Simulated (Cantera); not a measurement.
What does this Cantera script print?

```python
import numpy as np
import cantera as ct

gas = ct.Solution("gri30.yaml")
gas.TPX = 1048, 58000, {'CH4': 1, 'O2': 3.08, 'N2': 11.6}
reactor = ct.IdealGasReactor(gas, energy="on", clone=False)
net = ct.ReactorNet([reactor])
net.rtol, net.atol = 1e-08, 1e-16
show = ['CH4', 'O2', 'C2H4', 'H', 'N2O', 'H2']
times = np.geomspace(2e-06, 1, 10)

steps = ct.SolutionArray(gas, extra=["t"])
rows = []
print(f"{'t/s':>10s}{'T/K':>9s}{'P/Pa':>11s}" + "".join(f"{s:>11s}" for s in show))
for t in times:
    while net.time < t:
        t_next = net.step()
        steps.append(gas.state, t=t_next)
    rows.append([np.interp(t, steps.t, y) for y in (steps.T, steps.P, *steps(*show).X.T)])
    print(f"{t:10.3e}{rows[-1][0]:9.1f}{rows[-1][1]:11.4g}" + "".join(f"{x:11.3e}" for x in rows[-1][2:]))
rate = np.gradient(steps.T, steps.t)
print("integrator steps:", len(steps.t))
if steps.T.max() > steps.T[0] + 200:
    print(f"time of steepest temperature rise: {steps.t[rate.argmax()]:.4e} s")
gas.TPX = 1048, 58000, {'CH4': 1, 'O2': 3.08, 'N2': 11.6}
gas.equilibrate("UV")
print(f"equilibrium (UV): T = {gas.T:.1f} K  " + "  ".join(f"{s} {gas[s].X[0]:.3e}" for s in show))
```

It prints:

```
       t/s      T/K       P/Pa        CH4         O2       C2H4          H        N2O         H2
 2.000e-06   1048.0    5.8e+04  6.378e-02  1.964e-01  2.820e-23  2.146e-14  1.163e-19  2.792e-15
 8.595e-06   1048.0    5.8e+04  6.378e-02  1.964e-01  5.637e-21  5.071e-14  6.087e-19  3.417e-14
 3.694e-05   1048.0    5.8e+04  6.378e-02  1.964e-01  9.565e-19  7.877e-14  4.602e-18  2.619e-13
 1.587e-04   1048.0    5.8e+04  6.378e-02  1.964e-01  1.046e-16  1.765e-13  5.638e-17  2.130e-12
 6.822e-04   1048.0    5.8e+04  6.378e-02  1.964e-01  9.235e-15  6.404e-13  9.090e-16  2.746e-11
 2.932e-03   1048.0    5.8e+04  6.378e-02  1.964e-01  8.998e-13  3.560e-12  1.581e-14  5.606e-10
 1.260e-02   1048.0    5.8e+04  6.377e-02  1.964e-01  1.670e-10  3.968e-11  2.504e-13  2.167e-08
 5.415e-02   1048.1    5.8e+04  6.376e-02  1.964e-01  2.175e-08  1.896e-10  2.271e-12  6.887e-07
 2.327e-01   1049.1  5.806e+04  6.363e-02  1.963e-01  5.624e-07  9.466e-10  2.459e-11  1.143e-05
 1.000e+00   2509.2  1.403e+05  4.507e-18  6.283e-02  1.463e-27  1.109e-03  7.774e-07  2.482e-03
integrator steps: 2541
time of steepest temperature rise: 6.3986e-01 s
equilibrium (UV): T = 2509.2 K  CH4 6.469e-18  O2 6.283e-02  C2H4 1.757e-27  H 1.109e-03  N2O 7.774e-07  H2 2.482e-03
```

Cantera simulation using GRI-Mech 3.0 (53 species, 325 reactions); the numbers are that mechanism's predictions, not measurements.
